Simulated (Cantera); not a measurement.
Gas mixture: 23.5 % C3H8, 53.0 % CO, 23.5 % C2H4, at 450 Torr, frozen composition.

Cantera's kinetic-theory transport with the Lennard-Jones parameters of GRI-Mech 3.0, ideal gas; thermal conductivity in the multicomponent form. The composition is frozen, though it would react at the higher temperatures.

D: mixture-averaged diffusion coefficient of that species in the mixture.

| T (K) | ρ (kg/m³) | cp (J/kg/K) | μ (µPa s) | λ (mW/m/K) | Pr | D (cm²/s) C2H2 | D (cm²/s) NO | D (cm²/s) NH3 |
|---|---|---|---|---|---|---|---|---|
| 400 | 0.574 | 1574 | 15.9 | 31.7 | 0.790 | 0.375 | 0.457 | 0.493 |
| 650 | 0.353 | 2069 | 23.3 | 59.5 | 0.811 | 0.897 | 1.06 | 1.23 |
| 900 | 0.255 | ___ | ___ | ___ | 0.818 | ___ | ___ | ___ |
| 1150 | 0.200 | 2670 | ___ | ___ | 0.820 | ___ | ___ | ___ |
| 1400 | 0.164 | 2850 | 40.0 | 139 | 0.821 | 3.34 | 3.87 | 4.77 |
| 1650 | 0.139 | 2986 | 44.6 | 162 | 0.822 | 4.40 | 5.09 | 6.31 |

**Question.** Fill in the missing entries.

**Answer.** 
- 900, cp (J/kg/K): 2421
- 900, μ (µPa s): 29.5
- 900, λ (mW/m/K): 87.4
- 900, D (cm²/s) C2H2: 1.58
- 900, D (cm²/s) NO: 1.85
- 900, D (cm²/s) NH3: 2.21
- 1150, μ (µPa s): 35.0
- 1150, λ (mW/m/K): 114
- 1150, D (cm²/s) C2H2: 2.40
- 1150, D (cm²/s) NO: 2.79
- 1150, D (cm²/s) NH3: 3.39
